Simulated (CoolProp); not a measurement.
A single-stage vapour-compression cycle with the fluid: evaporating at 264.15 K (dew point), condensing at 305.15 K (bubble point), superheat 2 K, subcooling 2 K, compressor efficiency 0.65, no pressure losses. The same conditions are run with several fluids, on thermodynamics alone (safety and materials aside).

Computed with CoolProp (reference Helmholtz-energy equation of state of each fluid (carbonyl sulfide: Lemmon 2006; vinyl chloride: Thol 2022; R1233zd(E): Akasaka 2022; chlorine: Thol 2021; sulfur dioxide: Gao 2016; CH2F2 (R32): Tillner-Roth 1997)).

```
fluid             cooling COP  pressure ratio  discharge temperature (K)  refrigerating effect (kJ/kg)  volumetric capacity (kJ/m³)
----------------  -----------  --------------  -------------------------  ----------------------------  ---------------------------
carbonyl sulfide         3.52            3.08                        ___                           228                         3330
vinyl chloride           3.69             ___                      360.3                           294                         1060
R1233zd(E)                ___            5.16                      326.6                           ___                          315
chlorine                 3.58            3.44                      404.3                           235                          ___
sulfur dioxide           3.61            4.65                      412.2                           ___                         1060
CH2F2 (R32)              3.38            3.36                      364.0                           260                         4220
```

Complete the blanks.


- carbonyl sulfide, discharge temperature (K): 365.8
- vinyl chloride, pressure ratio: 3.93
- R1233zd(E), cooling COP: 3.66
- R1233zd(E), refrigerating effect (kJ/kg): 163
- chlorine, volumetric capacity (kJ/m³): 2150
- sulfur dioxide, refrigerating effect (kJ/kg): 336
